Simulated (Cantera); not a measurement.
Standard-state values (1 bar) from the NASA 1993 polynomials, evaluated with Cantera. Values are per mole of reaction as written; species without (g) are pure solids or liquids, kept so even where they would boil at 1 bar.

Q: Between 300 and 1048 K, where is each reaction favourable under standard conditions?
- S + Ca = CaS

A: 
- S + Ca = CaS: ΔG° is -468 kJ at 300 K and -444 kJ at 1048 K; it stays negative (K > 1). ΔH° is -485 kJ and ΔS° -38 J/K at 1048 K.
